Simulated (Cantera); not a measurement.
**Equilibrium for boron, boron nitride and boron oxide: B₂O₃ + O₂**

A closed system holds: 1 mol B₂O₃, 4.1 mol O₂, held at 1350 °C and 1.20 mbar.

Equilibrium computed with Cantera from the NASA thermochemical tables; the gas is ideal and each condensed phase is pure. Candidate condensed phases: B, B₂O₃; 10 gas species. Kinetics and transport are ignored.

The x(O₂) is 0.805 and the x(B₂O₃) comes out as 0.183. The x(BO₂) is 0.0117, the x(O) is 0.000493 and the x(BO) is 1.54e-6. The n(B₂O₃(l)) is 0.0411 mol. The gas amount is 5.075 mol. The log10 activity of B(s) (absent) is -12.00.
